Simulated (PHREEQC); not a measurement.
Solution (85 °C): 0.16 mol Cu(NO3)2, 0.02 mol H2SO4 and 0.0071 mol KCl per kg of water. It is in equilibrium with CO2 at log p = -3.5 (atm). Otherwise closed; pH follows from the charge balance.

Computed with PHREEQC (ion-association model, phreeqc.dat).

No solid was allowed to form.

**Question.** Order these Cu species by the share of Cu that they hold, largest first: CuCl+, CuSO4, Cu+2.

**Answer.** Cu+2 (94 %), CuSO4 (3.6 %), CuCl+ (2.2 %)

The pH is 1.65 and the ionic strength 0.496 mol/kgw. At this temperature some constants are extrapolated from 25 °C, and those without enthalpy data are left unchanged.
